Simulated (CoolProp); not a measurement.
CF4 (R14) at 302.75 K and 3.91 MPa flows at 1.4 m/s in a round tube of 20 mm bore and 45 µm roughness, fully developed (64/Re and Nu = 3.66 if laminar; Colebrook and Gnielinski if turbulent). Each further row changes one setting.

Values from CoolProp's reference Helmholtz-energy equation of state, Platzer 1990. This equation is an older, rougher fit.

```json
[
 {"case": "as stated", "Reynolds number": "[?]", "Darcy friction factor": "0.0249", "pressure drop (Pa/m)": "[?]", "heat-transfer coefficient (W/(m² K))": "[?]", "mass flow (kg/h)": "250"},
 {"case": "velocity 2.8 m/s", "Reynolds number": "435000", "Darcy friction factor": "[?]", "pressure drop (Pa/m)": "[?]", "heat-transfer coefficient (W/(m² K))": "1160", "mass flow (kg/h)": "[?]"},
 {"case": "diameter 40 mm", "Reynolds number": "435000", "Darcy friction factor": "0.0208", "pressure drop (Pa/m)": "[?]", "heat-transfer coefficient (W/(m² K))": "492", "mass flow (kg/h)": "[?]"}
]
```

### Question
What belongs in the gaps?

### Answer

- as stated, Reynolds number: 218000
- as stated, pressure drop (Pa/m): 193
- as stated, heat-transfer coefficient (W/(m² K)): 590
- velocity 2.8 m/s, Darcy friction factor: 0.0246
- velocity 2.8 m/s, pressure drop (Pa/m): 759
- velocity 2.8 m/s, mass flow (kg/h): 500
- diameter 40 mm, pressure drop (Pa/m): 80.6
- diameter 40 mm, mass flow (kg/h): 999

Viscosity comes from a separate model (Huber 2003), an estimate that may be off by 10 % or more. Thermal conductivity comes from a separate model (Huber 2003), an estimate that may be off by 10 % or more.
